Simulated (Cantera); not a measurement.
**Stirred combustor or abatement burner**

A perfectly stirred reactor is fed with CH4 : O2 : N2 = 1 : 3.08 : 11.6 (molar parts), equivalence ratio 0.65, at 16.8 atm; it is adiabatic with a 475 K inlet, and is followed from long to short residence time, starting on the burning branch (τ in s: 0.078, 0.032, 0.014, 0.0056, 0.0023, 0.00098, 0.00041, 0.00017, 7.1e-05).

Detailed kinetics in Cantera: GRI-Mech 3.0 (53 species, 325 reactions). The pressure lies above the range GRI-Mech 3.0 was tuned for (to about 10 atm).

```csv
τ (s),T (K),x CH4,x O2,x NO2,x CO2,x CO,x CH3
0.078,1890,2.42e-6,0.0687,3.54e-7,0.0637,6.26e-5,5.42e-7
0.032,1889,5.59e-6,0.0688,1.85e-7,0.0636,0.000107,1.26e-6
0.014,1888,1.17e-5,0.0688,1.19e-7,0.0635,0.000193,2.66e-6
0.0056,1886,2.49e-5,0.0689,9.29e-8,0.0633,0.000389,5.78e-6
0.0023,1882,5.01e-5,0.0692,8.99e-8,0.0629,0.000773,1.17e-5
0.00098,1874,9.73e-5,0.0696,9.41e-8,0.0621,0.00150,2.24e-5
0.00041,1859,0.000199,0.0706,9.24e-8,0.0603,0.00303,4.36e-5
0.00017,1821,0.000497,0.0733,7.18e-8,0.0560,0.00686,9.39e-5
7.1e-5,475,0.0638,0.196,<1e-12,<1e-12,<1e-12,<1e-12
```
x: mole fraction; the columns are a selection and need not sum to one.
